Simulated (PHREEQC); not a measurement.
0.1 g of hydrous ferric oxide (600 m²/g; 0.2 weak and 0.005 strong sites per Fe, Dzombak-Morel constants, diffuse double layer) in 1 kg of water with 0.005 mol/kgw of an inert sodium salt, at 25 °C; the pH is set by adding NaOH or the inert anion's acid. Oxygen is held at 0.21 atm. No CO2 enters from the air. Nothing may precipitate in this run.

Base run: PHREEQC, ion-association model, wateq4f.dat. Each further column changes one thing. The table gives surface charge σ (C/m²).

```csv
pH,base,background salt from 0.005 to 0.0005 mol/kgw,oxide from 0.1 to 0.5 g/kgw,0.00017 mol/kgw NaF added
4,0.183,0.098,0.185,0.102
5,0.090,0.039,0.091,0.056
5.5,0.060,0.023,0.060,0.040
6.5,0.023,0.008,0.023,0.019
7.5,0.006,0.002,0.006,0.006
8.5,-0.004,-0.001,-0.004,-0.004
9,-0.009,-0.003,-0.009,-0.010
10,-0.030,-0.012,-0.031,-0.031
```
